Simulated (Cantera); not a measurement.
What does this Cantera script print?

```python
import numpy as np
import cantera as ct

gas_names = """
    Br Br2 H HBr H2 N NH NH2 NH3 N2 N2H2 N2H4 Si SiBr SiBr2 SiBr3 SiBr4 SiH SiHBr3 SiH2 SiH2Br2 SiH3
    SiH3Br SiH4 SiN Si2 Si2N Si3
""".split()
cond_names = """
    Br2(cr) Br2(L) Si(cr) Si(L) Si3N4(a)
""".split()


def load(file, names, dense=False):
    # The tables refer to 1 bar. Condensed volumes are neglected.
    table = {s.name: s for s in ct.Species.list_from_file(file)}
    out = []
    for n in names:
        d = dict(table[n].input_data)
        d["thermo"] = dict(d["thermo"], **{"reference-pressure": 1e5})
        if dense:
            d["equation-of-state"] = {"model": "constant-volume", "density": "1e6 g/cm^3"}
        out.append(ct.Species.from_dict(d))
    return out


gas = ct.Solution(thermo="ideal-gas", species=load("nasa_gas.yaml", gas_names))
cond = {s.name: ct.Solution(thermo="fixed-stoichiometry", species=[s], name=s.name)
        for s in load("nasa_condensed.yaml", cond_names, dense=True)}
atoms = {
    'Si': {'Si': 1},
    'HBr': {'H': 1, 'Br': 1},
    'N2': {'N': 2},
}
top_T = {'Si3N4(a)': 2400}  # K; cautious upper limits of use, not melting points


def equilibrate(T, P, feed):
    n = {}
    for name, mol in feed.items():
        for a, k in atoms[name].items():
            n[a] = n.get(a, 0.0) + k * mol
    gas.TPX = T, P, n
    mass = sum(n.values()) * gas.mean_molecular_weight
    gas.equilibrate("TP")
    valid = [c for c in cond.values() if c.min_temp <= T <= top_T.get(c.name, c.max_temp)]
    mix = ct.Mixture([(gas, mass / gas.mean_molecular_weight)] + [(c, 0.0) for c in valid])
    mix.T, mix.P = T, P
    mix.equilibrate("TP", solver="vcs", rtol=1e-11, max_steps=5000)
    return mix


results = []
feed = {'Si': 1, 'HBr': 1.3, 'N2': 0.58}  # mol
T = 998.15  # K
P = 1600  # Pa
mix = equilibrate(T, P, feed)
results.append((T, P, feed, dict(zip(mix.species_names, mix.species_moles))))
print(gas.report(threshold=0.0001))
for i in range(1, mix.n_phases):
    print(f"{mix.phase(i).name:16s} {mix.phase_moles(i):12.5e} mol")
```

Output:

```
       temperature   998.15 K
          pressure   1600 Pa
           density   0.018304 kg/m^3
  mean mol. weight   94.941 kg/kmol
   phase of matter   gas

                          1 kg             1 kmol
                     ---------------   ---------------
          enthalpy       -5.2149e+05       -4.9511e+07  J
   internal energy        -6.089e+05        -5.781e+07  J
           entropy            3114.9        2.9573e+05  J/K
    Gibbs function       -3.6306e+06       -3.4469e+08  J
 heat capacity c_p            441.57             41923  J/K
 heat capacity c_v            353.99             33608  J/K

                      mass frac. Y      mole frac. X     chem. pot. / RT
                     ---------------   ---------------   ---------------
               HBr           0.48869           0.57342           -34.785
                H2         0.0058023           0.27325           -22.933
                N2         0.0048714          0.016509           -33.096
             SiBr3         0.0002885        0.00010228           -84.735
             SiBr4           0.49954            0.1364           -108.05
            SiHBr3        0.00073982         0.0002613           -96.201
     [  +22 minor]        6.6422e-05        5.2349e-05

Br2(L)            0.00000e+00 mol
Si(cr)            0.00000e+00 mol
Si3N4(a)          2.80420e-01 mol
```

Method: chemical equilibrium by Gibbs-energy minimisation in Cantera with the NASA 1993 tables (ideal gas, pure condensed phases). N2 is the only nitrogen source here; it is nearly inert below about 1500 K, so the nitride shown seldom forms there in practice. The tables' values for SiBr3 are old estimates; treat these amounts as uncertain.
